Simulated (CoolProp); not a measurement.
Vapour-liquid equilibrium of cyclohexane (1) + toluene (2) at 0.541 MPa; x and y are mole fractions of (1).

Model: multi-fluid Helmholtz-energy mixture model, Zhou 2014 and Lemmon 2006; pair parameters Bell 2016, in CoolProp.

Q: Give the bubble temperature and the first vapour's composition at x = 0.05, 0.25, 0.45. Is there an azeotrope?

A: x = 0.05: 179.4 °C, y = 0.095; x = 0.25: 169.5 °C, y = 0.391; x = 0.45: 162.1 °C, y = 0.599. No azeotrope shows between x = 0.05 and 0.95.

Pair parameters are fitted to limited data, so mixtures are less certain than the pure fluids.
